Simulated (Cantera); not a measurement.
What does this Cantera script print?

```python
import numpy as np
import cantera as ct

gas_names = [...]  # 92 gases of nasa_gas.yaml made of C, H, N
cond_names = """
    C(gr) C6H6(L) C7H8(L) C8H18(L),n-octa
""".split()


# ... load() reads the species with a 1 bar reference pressure and builds the phases ...
atoms = {
    'C3H8': {'C': 3, 'H': 8},
    'H2': {'H': 2},
    'N2': {'N': 2},
}
top_T = {'C(gr)': 4500}  # K; cautious upper limits of use, not melting points


# ... equilibrate(T, P, feed) seeds the gas with the atoms and calls Mixture.equilibrate('TP', solver="vcs", rtol=1e-11, max_steps=5000) ...
results = []
feed = {'C3H8': 1, 'H2': 5.9, 'N2': 0.64}  # mol
T = 2975  # K
P = 1333.22  # Pa
mix = equilibrate(T, P, feed)
results.append((T, P, feed, dict(zip(mix.species_names, mix.species_moles))))
x = sorted(zip(gas.X, gas.species_names), reverse=True)
print(f"T = {T:g} K  P = {P:g} Pa  gas = {mix.phase_moles(0):.4g} mol")
print("   x: " + "  ".join(f"{s} {v:.3e}" for v, s in x if v > 0.0001))
print("   condensed (mol): " + ("  ".join(f"{mix.phase(i).name} {mix.phase_moles(i):.4g}"
      for i in range(1, mix.n_phases) if mix.phase_moles(i) > 1e-12) or "none"))
```

Result:

```
T = 2975 K  P = 1333.22 Pa  gas = 16.23 mol
   x: H 6.447e-01  H2 2.595e-01  N2 2.774e-02  C3 1.788e-02  HCN 1.624e-02  C2H2,acetylene 1.500e-02  C2H 6.179e-03  CN 4.067e-03  HNC 3.004e-03  C 2.991e-03  C2 1.808e-03  C4H2 3.618e-04  C5 3.033e-04
   condensed (mol): C(gr) 0.8993
```

Method: chemical equilibrium by Gibbs-energy minimisation in Cantera with the NASA 1993 tables (ideal gas, pure condensed phases).
